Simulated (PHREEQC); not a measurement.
A column of 0.5 m (40 cells, dispersivity 0.025 m, 3600 s a shift, diffusion coefficient 3e-10 m²/s) holds 0.0058 eq of the database's cation exchanger X per kg of pore water, first in equilibrium with 9.8 mmol/kgw KCl, 0.07 mmol/kgw PbCl2, 29 mmol/kgw MnCl2 and 0.01 mmol/kgw HCl. It is flushed with 0.0078 mol ZnCl2 and 1e-05 mol HCl per kg of water, at 25 °C. Values are for the last cell. No CO2 enters from the air. Precipitation was switched off in this run.

The series has 31 steps of pore volumes, from 0 to 3.013.

Computed with PHREEQC (ion-association model, phreeqc.dat).

Question: After how many pore volumes does Zn at the outlet first reach half of its feed value?

Answer: By 1.4 pore volumes.
